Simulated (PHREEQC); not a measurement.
Make-up at 20 °C: 0.0025 mol K3PO4 per kg of water. Closed to the air; pH follows from the charge balance.

All values are PHREEQC results (ion-association model, phreeqc.dat), not measurements.

Problem. The ionic strength comes out as 0.0108 mol/kgw. What activity coefficients do KHPO4-, K+, HPO4-2, OH-, PO4-3 get?

Solution. KHPO4- 0.90, K+ 0.90, HPO4-2 0.66, OH- 0.90, PO4-3 0.38.

This is a speciation only: nothing precipitates in the calculation. Species that the database lacks are ignored.
